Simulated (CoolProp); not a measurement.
Saturation properties of toluene.

Model: reference Helmholtz-energy equation of state, Lemmon 2006, in CoolProp. It is a short technical equation, of lower accuracy than the large ones.

```csv
T (°C),p (bar),liquid density (kg/m³),vapour density (kg/m³),enthalpy of vaporisation (kJ/kg),surface tension (mN/m),vapour viscosity (µPa s)
68.45,0.2567,821.0,0.8456,387.1,22.7,7.90
86.25,0.4802,803.6,1.517,376.2,20.6,8.28
104.05,0.8382,785.8,2.553,365.0,18.6,8.66
121.85,1.380,767.5,4.077,353.2,16.6,9.04
139.65,2.163,748.4,6.235,340.7,14.7,9.42
157.45,3.250,728.5,9.203,327.4,12.9,9.81
175.15,4.700,707.7,13.17,313.1,11.1,10.2
192.95,6.606,685.5,18.46,297.4,9.33,10.6
210.75,9.038,661.6,25.44,280.1,7.66,11.1
228.55,?,635.5,34.64,260.6,6.07,11.6
246.35,15.85,606.4,46.93,238.3,4.57,12.2
264.15,?,572.8,63.78,211.9,3.17,13.0
281.95,25.97,532.2,88.16,179.4,1.90,14.0
299.75,32.65,477.5,127.8,?,0.806,15.9
```

Fill in the missing entries.


- 228.55, p (bar): 12.09
- 264.15, p (bar): 20.43
- 299.75, enthalpy of vaporisation (kJ/kg): 135.1

It boils at 110.6 °C under 1 atm.

Viscosity comes from a separate model (Avgeri 2015). Surface tension comes from a separate correlation (Mulero 2012).
